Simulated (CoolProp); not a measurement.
Vapour-liquid equilibrium of methanol (1) + ethanol (2) at 2.67 MPa; x and y are mole fractions of (1).

Values from CoolProp's multi-fluid Helmholtz-energy mixture model, de Reuck 1993 and Schroeder 2014; pair parameters Bell 2016.

```
x     bubble temperature (°C)  y at the bubble point  dew temperature at overall composition x (°C)  liquid density (mol/L)
----  -----------------------  ---------------------  ---------------------------------------------  ----------------------
0.05                    193.6                  0.061                                          193.7                   12.56
0.2                     191.2                  0.233                                          191.6                   13.29
0.35                    189.0                  0.395                                          189.6                   14.10
0.5                         …                  0.548                                          187.5                   14.98
0.65                    184.6                  0.694                                          185.3                   15.94
0.8                     182.3                  0.833                                              …                   17.00
0.95                    180.0                      …                                              …                   18.18
```

Task: What belongs in the gaps?

Result: 
- 0.5, bubble temperature (°C): 186.8
- 0.8, dew temperature at overall composition x (°C): 182.9
- 0.95, y at the bubble point: 0.960
- 0.95, dew temperature at overall composition x (°C): 180.2

No azeotrope shows between x = 0.05 and 0.95.

Pair parameters are fitted to limited data, so mixtures are less certain than the pure fluids.
